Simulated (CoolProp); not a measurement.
R236EA along the isotherm 412 K: density (kg/m³) from the reference equation and from simpler models built on Tc = 412.4 K, pc = 3414 kPa, ω = 0.368; each cubic takes its own stable root.

Computed with CoolProp (reference Helmholtz-energy equation of state, Rui 2013).

```tsv
p (kPa)	phase	reference
750	gas	36.18
1500	gas	80.32
2250	gas	139.0
3000	gas	238.2
3750	liquid	841.9
4500	liquid	913.9
5250	liquid	953.7
6000	liquid	982.6
```

How far does each simpler model (van der Waals, Redlich-Kwong, Soave-Redlich-Kwong, Peng-Robinson) lie from the reference over these 8 states: mean and median of the absolute difference, and the worst?


- van der Waals: mean 18.0 %, median 19.5 %, worst -33.6 % at 412 K and 3750 kPa
- Redlich-Kwong: mean 9.3 %, median 8.7 %, worst -21.6 % at 412 K and 3750 kPa
- Soave-Redlich-Kwong: mean 9.3 %, median 8.6 %, worst -21.4 % at 412 K and 3750 kPa
- Peng-Robinson: mean 5.3 %, median 3.9 %, worst -13.3 % at 412 K and 3750 kPa
